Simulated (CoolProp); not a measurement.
Vapour-liquid equilibrium of cis-2-butene (1) + acetone (2) at 1.1 bar; x and y are mole fractions of (1).

Model: multi-fluid Helmholtz-energy mixture model, Lemmon 2005 and Lemmon 2006; pair parameters Bell 2016, in CoolProp.

```tsv
x	bubble temperature (K)	y at the bubble point	dew temperature at overall composition x (K)	liquid density (mol/L)
0.05	318.3	0.393	330.2	12.95
0.2	296.6	0.774	325.5	12.92
0.35	288.5	0.860	320.1	[?]
0.5	[?]	0.892	313.6	12.30
0.65	283.1	0.911	[?]	11.97
0.8	281.5	[?]	294.4	11.67
0.95	279.7	0.976	280.7	11.43
```

### Question
Fill in the missing entries.

### Answer

- 0.35, liquid density (mol/L): 12.64
- 0.5, bubble temperature (K): 285.0
- 0.65, dew temperature at overall composition x (K): 305.5
- 0.8, y at the bubble point: 0.933

No azeotrope shows between x = 0.05 and 0.95.

Pair parameters are fitted to limited data, so mixtures are less certain than the pure fluids. With so large a gap from Raoult's law the liquid may split in two, which this calculation doesn't test in full.
